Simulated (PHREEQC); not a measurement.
A solution holds 0.15 mol/kgw ZnCl2, 0.12 mol/kgw H3BO3 and 0.155 mol/kgw HCl, at 20 °C. Closed to the air; pH follows from the charge balance.

All values are PHREEQC results (ion-association model, wateq4f.dat), not measurements.

This is a speciation only: nothing precipitates in the calculation.

Task: Predict the pH.

Result: pH 0.93.

Task: In which forms is Cl present?

Result: Cl- 91 %, ZnCl+ 5.6 %, ZnCl2 1.7 %, ZnCl3- 1.3 %, ZnCl4-2 0.7 % of the Cl.

Complexes and solids missing from the database can't appear.
